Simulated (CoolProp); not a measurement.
A closed Brayton cycle with carbon dioxide: compressor inlet 314.15 K and 9.3 MPa, high pressure 21.4 MPa, turbine inlet 965 K, compressor efficiency 0.85, turbine efficiency 0.9, recuperator effectiveness 0.9 (on enthalpy, no pinch check). Each further row changes one setting.

The numbers come from the reference Helmholtz-energy equation of state, Span 1996 in CoolProp.

```csv
case,thermal efficiency (%),net work (kJ/kg),compressor to turbine work,compressor exit (K),turbine exit (K)
as stated,35.5,107,0.18,350.4,854.0
turbine inlet 915 K,34.6,100,[?],350.4,[?]
compressor inlet 324.15 K,35.5,[?],[?],385.4,854.0
high pressure 18.2 MPa,32.4,[?],0.17,343.1,875.0
recuperator effectiveness 0.5,[?],107,0.18,350.4,854.0
```

Q: Complete the blanks.

A: 
- turbine inlet 915 K, compressor to turbine work: 0.19
- turbine inlet 915 K, turbine exit (K): 807.8
- compressor inlet 324.15 K, net work (kJ/kg): 95.2
- compressor inlet 324.15 K, compressor to turbine work: 0.28
- high pressure 18.2 MPa, net work (kJ/kg): 88.9
- recuperator effectiveness 0.5, thermal efficiency (%): 19.7
